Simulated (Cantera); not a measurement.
Charge: 1 mol toluene, 0.76 mol NH3, 13 mol N2, at 133 Pa.

These are equilibrium values from Cantera (NASA tables, ideal gas, pure condensed phases), not measurements of a reactor. Candidate condensed phases: C, C6H6, C7H8, C8H18; 92 gas species. Kinetics and transport are ignored. All values below are at 1250 K.

Base state: N2 0.722, H2 0.278, HCN 5.68e-5 (mole fractions); condensed: C(graphite).

**Question.** What changes in the equilibrium state with this change: toluene replaced by CO?

**Answer.** 
```json
[
 {"species": "N2", "before": "0.722", "after": "0.862"},
 {"species": "H2", "before": "0.278", "after": "0.0734"},
 {"species": "CO", "before": "0", "after": "0.0644"},
 {"species": "HCN", "before": "5.68e-5", "after": "2.17e-6"},
 {"species": "C(graphite), mol", "before": "7.00", "after": "0"}
]
```
Further candidate phases: H2O.
